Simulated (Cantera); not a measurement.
A closed system holds: 1 mol Ta2O5, 1.5 mol H2, held at 825 K and 1330 Pa.

These are equilibrium values from Cantera (NASA tables, ideal gas, pure condensed phases), not measurements of a reactor. Candidate condensed phases: H2O, Ta, Ta2O5; 12 gas species. Kinetics and transport are ignored.

### Question
What is the equilibrium state?

### Answer
```
Quantity         Value
-----------  ---------
x(H2)             1.00
n(Ta2O5(s))   1.00 mol
gas amount   1.500 mol
```
